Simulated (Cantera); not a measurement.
A perfectly stirred reactor is fed with CH4 : O2 : N2 = 1 : 3.64 : 13.7 (molar parts), at 1.00 bar; it is adiabatic with a 498 K inlet, and is followed from long to short residence time, starting on the burning branch (τ in s: 0.056, 0.021, 0.0078, 0.0029, 0.0011, 0.00041, 0.00015, 5.7e-05, 2.1e-05).

Detailed kinetics in Cantera: GRI-Mech 3.0 (53 species, 325 reactions).

Q: What does this change do: inlet temperature 498 to 700 K?

A: 
```json
[
 {"quantity": "blow-out, bracketed by the residence times tried", "before": "burning at 0.410 ms, out at 0.150 ms", "after": "burning at 0.150 ms, out at 57.0 µs"},
 {"quantity": "x(CH4) at τ = 56.0 ms", "before": "1.79e-5", "after": "1.04e-5"},
 {"quantity": "x(O2) at τ = 56.0 ms", "before": "0.0893", "after": "0.0891"},
 {"quantity": "x(HO2) at τ = 56.0 ms", "before": "2.31e-6", "after": "1.72e-6"},
 {"quantity": "x(CH2CO) at τ = 56.0 ms", "before": "2.07e-9", "after": "5.77e-10"},
 {"quantity": "x(CH3) at τ = 56.0 ms", "before": "3.51e-6", "after": "2.61e-6"},
 {"quantity": "x(CH4) at τ = 1.10 ms", "before": "0.000251", "after": "0.000139"},
 {"quantity": "x(O2) at τ = 1.10 ms", "before": "0.0916", "after": "0.0904"},
 {"quantity": "x(HO2) at τ = 1.10 ms", "before": "2.20e-5", "after": "1.35e-5"},
 {"quantity": "x(CH2CO) at τ = 1.10 ms", "before": "6.39e-8", "after": "2.54e-8"},
 {"quantity": "x(CH3) at τ = 1.10 ms", "before": "3.19e-5", "after": "2.42e-5"}
]
```

Q: What does this change do: inlet temperature 498 to 350 K?

A: 
| quantity | before | after |
|---|---|---|
| blow-out, bracketed by the residence times tried | burning at 0.410 ms, out at 0.150 ms | burning at 1.10 ms, out at 0.410 ms |
| x(CH4) at τ = 56.0 ms | 1.79e-5 | 2.78e-5 |
| x(O2) at τ = 56.0 ms | 0.0893 | 0.0894 |
| x(HO2) at τ = 56.0 ms | 2.31e-6 | 3.45e-6 |
| x(CH2CO) at τ = 56.0 ms | 2.07e-9 | 5.80e-9 |
| x(CH3) at τ = 56.0 ms | 3.51e-6 | 4.39e-6 |
| x(CH4) at τ = 1.10 ms | 0.000251 | 0.000455 |
| x(O2) at τ = 1.10 ms | 0.0916 | 0.0933 |
| x(HO2) at τ = 1.10 ms | 2.20e-5 | 3.37e-5 |
| x(CH2CO) at τ = 1.10 ms | 6.39e-8 | 1.72e-7 |
| x(CH3) at τ = 1.10 ms | 3.19e-5 | 4.35e-5 |
